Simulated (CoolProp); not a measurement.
R407C along the isotherm 500 K: density (kg/m³) from the reference equation and from simpler models built on Tc = 359.3 K, pc = 4.632 MPa, ω = 0.363; each cubic takes its own stable root.

Values from CoolProp's reference Helmholtz-energy equation of state, Lemmon 2003. It is a pseudo-pure fit of the blend.

```csv
p (MPa),phase,reference,ideal gas,van der Waals,Redlich-Kwong,Soave-Redlich-Kwong
1.65,gas,35.53,34.21,35.89,35.81,35.25
3.31,gas,74.09,68.64,75.91,75.31,72.76
4.96,supercritical,115.4,102.8,120.5,118.4,111.9
6.62,supercritical,159.9,137.3,171.1,165.6,153.0
8.27,supercritical,206.8,171.5,227.4,216.1,194.8
9.93,supercritical,256.1,205.9,287.8,269.3,237.4
11.6,supercritical,306.7,240.5,347.0,323.2,279.8
13.2,supercritical,354.9,273.7,396.7,373.1,319.5
14.9,supercritical,404.5,309.0,440.5,422.7,359.9
16.5,supercritical,448.7,342.1,474.3,465.3,396.1
18.2,supercritical,492.5,377.4,504.1,506.1,432.1
19.9,supercritical,532.6,412.6,529.3,542.7,465.8
21.5,supercritical,567.1,445.8,549.6,573.6,495.3
23.2,supercritical,600.5,481.1,568.6,603.4,524.6
```
